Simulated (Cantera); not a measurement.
A diamond (100) surface in a fixed gas of H2 with x(CH4) = 0.014, x(CH3) = 1.1e-05, at 1098 K, 0.0210 bar; coverages are run to steady state.

Computed with Cantera and the Harris–Goodwin 1993 mechanism for the reconstructed diamond (100) surface.

θ: site fractions in the mechanism's names (c6HH fully hydrogenated, c6H* and c6*H radical sites, c6** diradical, c6HM methylated).

```
x(H)     growth (µm/h)  θ c6HH  θ c6H*  θ c6*H   θ c6**    θ c6HM
-------  -------------  ------  ------  ------  -------  --------
0.0001         0.00490   0.603  0.0231   0.367  0.00571         …
0.0002         0.00972   0.563  0.0252   0.402  0.00910  0.000699
0.00038         0.0172   0.540  0.0264   0.420   0.0122  0.000749
0.00075         0.0301   0.527  0.0270   0.430   0.0147  0.000748
0.0015          0.0504   0.519  0.0274   0.436   0.0164         …
0.0029          0.0766   0.516  0.0275   0.438   0.0173         …
0.0056           0.106   0.514  0.0276   0.440   0.0179         …
0.011            0.133   0.513  0.0277   0.441   0.0182         …
0.021            0.153   0.513  0.0278   0.441   0.0183         …
```

Question: What belongs in the gaps?

Answer: 
- 0.0001, θ c6HM: 0.000603
- 0.0015, θ c6HM: 0.000681
- 0.0029, θ c6HM: 0.000560
- 0.0056, θ c6HM: 0.000412
- 0.011, θ c6HM: 0.000268
- 0.021, θ c6HM: 0.000162
